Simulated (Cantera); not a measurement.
Cantera run, input and output.

```python
import numpy as np
import cantera as ct

gas = ct.Solution("gri30.yaml")
gas.TPX = 350, 13332, {'CH4': 1, 'C2H6': 1.1, 'O2': 5.85, 'N2': 18.7, 'CO2': 1.3, 'H2': 1.2}
flame = ct.FreeFlame(gas, width=0.16)
flame.set_refine_criteria(ratio=3, slope=0.08, curve=0.16)
flame.transport_model = "mixture-averaged"
flame.solve(loglevel=0, auto=True)
z, T = flame.grid, flame.T
thick = (T[-1] - T[0]) / np.gradient(T, z).max()
show = ['CH4', 'C2H6', 'O2', 'C2H4', 'C2H', 'CO']
print(f"laminar burning velocity  {flame.velocity[0] * 100:.3f} cm/s")
print(f"burnt temperature         {T[-1]:.1f} K")
print(f"thermal thickness         {thick * 1e3:.4f} mm")
print(f"grid points               {len(z)}")
z0 = z[flame.heat_release_rate.argmax()]
print(f"{'z/mm':>9s}{'T/K':>9s}{'u/(m/s)':>9s}" + "".join(f"{s:>11s}" for s in show))
rows = []
for k in (-3, -2, -1.5, -1, -0.5, -0.25, 0, 0.25, 0.5, 1, 2, 4, 8):
    zz = z0 + k * thick
    rows.append([k * thick, np.interp(zz, z, T), np.interp(zz, z, flame.velocity),
                 *(np.interp(zz, z, flame.X[gas.species_index(s)]) for s in show)])
    print(f"{rows[-1][0] * 1e3:9.3f}{rows[-1][1]:9.1f}{rows[-1][2]:9.3f}" + "".join(f"{x:11.3e}" for x in rows[-1][3:]))
```

Output:

```
laminar burning velocity  87.042 cm/s
burnt temperature         2249.4 K
thermal thickness         1.9478 mm
grid points               159
     z/mm      T/K  u/(m/s)        CH4       C2H6         O2       C2H4        C2H         CO
   -5.843    350.0    0.871  3.430e-02  3.773e-02  2.007e-01  2.554e-09  5.380e-32  1.679e-07
   -3.896    350.4    0.872  3.429e-02  3.773e-02  2.006e-01  1.413e-07  3.930e-28  5.668e-06
   -2.922    353.4    0.879  3.424e-02  3.771e-02  2.004e-01  2.078e-06  3.889e-25  5.720e-05
   -1.948    396.1    0.988  3.361e-02  3.737e-02  1.979e-01  6.510e-05  5.452e-20  1.075e-03
   -0.974    821.6    2.088  2.701e-02  2.926e-02  1.659e-01  1.241e-03  4.955e-12  1.670e-02
   -0.487   1272.3    3.302  1.774e-02  1.322e-02  1.220e-01  2.564e-03  1.053e-08  4.049e-02
    0.000   1670.7    4.413  5.985e-03  9.780e-04  7.077e-02  1.466e-03  7.208e-07  6.713e-02
    0.487   1828.6    4.852  7.391e-04  6.006e-06  3.919e-02  1.151e-04  8.060e-07  7.313e-02
    0.974   1861.7    4.935  4.754e-05  8.010e-09  2.656e-02  3.007e-06  8.062e-08  6.747e-02
    1.948   1881.7    4.969  2.028e-07  1.115e-13  2.034e-02  2.695e-09  2.536e-10  5.896e-02
    3.896   1903.9    5.010  2.190e-11  5.308e-20  1.842e-02  4.479e-14  1.467e-14  5.406e-02
    7.791   1934.7    5.079  2.408e-15  1.182e-24  1.734e-02  1.551e-18  1.224e-18  5.280e-02
   15.582   1982.0    5.185  5.522e-17  2.481e-30  1.585e-02  9.110e-26  1.397e-23  5.181e-02
```

Model: GRI-Mech 3.0 (53 species, 325 reactions), integrated in Cantera. Burning velocities carry a grid error of a few per cent, more on coarse grids.
